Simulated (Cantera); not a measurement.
Cantera run:

```python
import numpy as np
import cantera as ct

gas_names = [...]  # 148 gases of nasa_gas.yaml made of Al, C, H, N, O
cond_names = """
    AL(cr) AL(L) ALN(s) AL2O3(a) AL2O3(L) C(gr) C6H6(L) C7H8(L) C8H18(L),n-octa H2O(s) H2O(L)
""".split()


# ... load() reads the species with a 1 bar reference pressure and builds the phases ...
atoms = {
    'Al(CH3)3': {'AL': 1, 'C': 3, 'H': 9},
    'N2O': {'N': 2, 'O': 1},
    'H2': {'H': 2},
}
top_T = {'ALN(s)': 2750, 'C(gr)': 4500}  # K; cautious upper limits of use, not melting points


# ... equilibrate(T, P, feed) seeds the gas with the atoms and calls Mixture.equilibrate('TP', solver="vcs", rtol=1e-11, max_steps=5000) ...
results = []
T = 1773  # K
P = 71000  # Pa
for m in [10, 24, 38, 52, 65, 79, 93, 110, 120, 130, 150]:
    feed = {'Al(CH3)3': 1, 'N2O': 10, 'H2': m}  # mol
    mix = equilibrate(T, P, feed)
    results.append((T, P, feed, dict(zip(mix.species_names, mix.species_moles))))
    x = sorted(zip(gas.X, gas.species_names), reverse=True)
    print(f"T = {T:g} K  P = {P:g} Pa  n(H2) = {m:g} mol  gas = {mix.phase_moles(0):.4g} mol")
    print("   x: " + "  ".join(f"{s} {v:.3e}" for v, s in x if v > 1e-05))
    print("   condensed (mol): " + ("  ".join(f"{mix.phase(i).name} {mix.phase_moles(i):.4g}"
          for i in range(1, mix.n_phases) if mix.phase_moles(i) > 1e-12) or "none"))
```

Result:

```
T = 1773 K  P = 71000 Pa  n(H2) = 10 mol  gas = 27.5 mol
   x: N2 3.636e-01  H2 3.411e-01  H2O 1.860e-01  CO 9.511e-02  CO2 1.397e-02  H 1.972e-04
   condensed (mol): AL2O3(a) 0.5
T = 1773 K  P = 71000 Pa  n(H2) = 24 mol  gas = 41.51 mol
   x: H2 5.582e-01  N2 2.409e-01  H2O 1.283e-01  CO 6.807e-02  CO2 4.214e-03  H 2.522e-04
   condensed (mol): AL2O3(a) 0.5
T = 1773 K  P = 71000 Pa  n(H2) = 38 mol  gas = 55.51 mol
   x: H2 6.685e-01  N2 1.802e-01  H2O 9.705e-02  CO 5.201e-02  CO2 2.034e-03  H 2.760e-04
   condensed (mol): AL2O3(a) 0.5
T = 1773 K  P = 71000 Pa  n(H2) = 52 mol  gas = 69.51 mol
   x: H2 7.348e-01  N2 1.439e-01  H2O 7.793e-02  CO 4.196e-02  CO2 1.199e-03  H 2.894e-04
   condensed (mol): AL2O3(a) 0.5
T = 1773 K  P = 71000 Pa  n(H2) = 65 mol  gas = 82.51 mol
   x: H2 7.763e-01  N2 1.212e-01  H2O 6.584e-02  CO 3.555e-02  CO2 8.121e-04  H 2.975e-04
   condensed (mol): AL2O3(a) 0.5
T = 1773 K  P = 71000 Pa  n(H2) = 79 mol  gas = 96.51 mol
   x: H2 8.086e-01  N2 1.036e-01  H2O 5.641e-02  CO 3.051e-02  CO2 5.733e-04  H 3.036e-04
   condensed (mol): AL2O3(a) 0.5
T = 1773 K  P = 71000 Pa  n(H2) = 93 mol  gas = 110.5 mol
   x: H2 8.327e-01  N2 9.048e-02  H2O 4.934e-02  CO 2.672e-02  CO2 4.264e-04  H 3.081e-04
   condensed (mol): AL2O3(a) 0.5
T = 1773 K  P = 71000 Pa  n(H2) = 110 mol  gas = 127.5 mol
   x: H2 8.549e-01  N2 7.842e-02  H2O 4.282e-02  CO 2.321e-02  CO2 3.131e-04  H 3.122e-04
   condensed (mol): AL2O3(a) 0.5
T = 1773 K  P = 71000 Pa  n(H2) = 120 mol  gas = 137.5 mol
   x: H2 8.654e-01  N2 7.271e-02  H2O 3.973e-02  CO 2.155e-02  H 3.141e-04  CO2 2.664e-04
   condensed (mol): AL2O3(a) 0.5
T = 1773 K  P = 71000 Pa  n(H2) = 130 mol  gas = 147.5 mol
   x: H2 8.745e-01  N2 6.778e-02  H2O 3.705e-02  CO 2.011e-02  H 3.157e-04  CO2 2.295e-04
   condensed (mol): AL2O3(a) 0.5
T = 1773 K  P = 71000 Pa  n(H2) = 150 mol  gas = 167.5 mol
   x: H2 8.894e-01  N2 5.969e-02  H2O 3.265e-02  CO 1.773e-02  H 3.184e-04  CO2 1.754e-04
   condensed (mol): AL2O3(a) 0.5
```

Cantera equilibrium calculation (NASA polynomials, part measured and part estimated; ideal gas, pure solids and liquids). The feed counts by its element totals alone. Gases not in the tables: Al(OH)3.
